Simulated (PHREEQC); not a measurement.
Solution (25 °C): 1.4 mol/kgw MgCl2 and 0.56 mol/kgw KBr. It is in equilibrium with CO2 at log p = 0 (atm). Otherwise closed; pH follows from the charge balance.

Equilibrium calculation in PHREEQC: Pitzer model, pitzer.dat.

```yaml
pH: 3.45
ionic_strength: 4.76 mol/kgw
activity_of_water: 0.883
density: 1.138 g/cm³
osmotic_coefficient: 1.292
```

| species | molality | activity | log γ |
|---|---|---|---|
| Cl- | 2.80 | 1.65 | -0.230 |
| Mg+2 | 1.40 | 1.92 | 0.137 |
| Br- | 0.560 | 0.432 | -0.112 |
| K+ | 0.560 | 0.469 | -0.077 |
| CO2 | 0.0197 | 0.0338 | 0.235 |
| H+ | 0.000118 | 0.000354 | 0.476 |
| HCO3- | 0.000118 | 3.85e-5 | -0.487 |

No solid was allowed to form. In brines, pH and single-ion activities rest on the MacInnes convention.
